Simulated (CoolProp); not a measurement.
Vapour pressure (MPa) of fluoroethane (R161): the reference equation beside estimates from Tc = 375.2 K, pc = 5.010 MPa, ω = 0.216. Clausius-Clapeyron is anchored at 256.5 K with a constant enthalpy of vaporisation of 19.27 kJ/mol.

Model: reference Helmholtz-energy equation of state, Wu 2012, in CoolProp.

| T (K) | reference | Lee-Kesler | Clausius-Clapeyron | van der Waals | Redlich-Kwong | Peng-Robinson |
|---|---|---|---|---|---|---|
| 234.9 | 0.09812 | 0.09658 | 0.1056 | 0.5535 | 0.1580 | 0.09820 |
| 242.1 | 0.1354 | 0.1339 | 0.1417 | 0.6536 | 0.2114 | 0.1352 |
| 249.3 | 0.1829 | 0.1818 | 0.1868 | 0.7651 | 0.2773 | 0.1825 |
| 256.5 | 0.2424 | 0.2418 | 0.2424 | 0.8885 | 0.3572 | 0.2416 |
| 263.7 | 0.3159 | 0.3160 | 0.3102 | 1.024 | 0.4527 | 0.3147 |
| 270.9 | 0.4053 | 0.4063 | 0.3918 | 1.173 | 0.5653 | 0.4036 |
| 278.1 | 0.5126 | 0.5146 | 0.4890 | 1.335 | 0.6965 | 0.5106 |
| 285.3 | 0.6401 | 0.6432 | 0.6034 | 1.511 | 0.8480 | 0.6378 |
| 292.5 | 0.7898 | 0.7940 | 0.7369 | 1.701 | 1.021 | 0.7876 |
| 299.7 | 0.9642 | 0.9694 | 0.8914 | 1.906 | 1.218 | 0.9624 |
| 306.9 | 1.166 | 1.172 | 1.069 | 2.125 | 1.439 | 1.165 |

Absolute difference from the reference over all 11 rows, mean and median: Lee-Kesler 0.6 and 0.5 %, Clausius-Clapeyron 4.8 and 4.7 %, van der Waals 221.5 and 189.4 %, Redlich-Kwong 40.6 and 39.5 %, Peng-Robinson 0.3 and 0.3 %.
